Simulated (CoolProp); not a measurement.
Saturated liquid density (kg/m³) of carbon monoxide: the reference equation beside estimates from Tc = 132.9 K, pc = 34.98 bar, ω = 0.050. Rackett uses Z = 0.29056 − 0.08775 ω.

Values from CoolProp's reference Helmholtz-energy equation of state, Lemmon 2006. It is a short technical equation, of lower accuracy than the large ones.

```
T (K)  reference  Rackett  van der Waals
-----  ---------  -------  -------------
73.8       826.5    836.1          562.8
80         800.3      [?]          546.0
86.3       772.5    783.3          527.6
92.6       742.9    754.3          507.6
98.8       711.7    723.7          486.2
105.1      677.1    689.6          462.0
111.4      638.4      [?]          434.7
117.6      594.1    608.2          403.3
123.9      538.2    553.0          363.8
130.2      452.3      [?]          305.0
```

Q: What belongs in the gaps?

A: 
- 80, Rackett: 810.6
- 111.4, Rackett: 651.6
- 130.2, Rackett: 466.7

Absolute difference from the reference over all 10 rows, mean and median: Rackett 1.9 and 1.8 %, van der Waals 32.0 and 31.8 %.
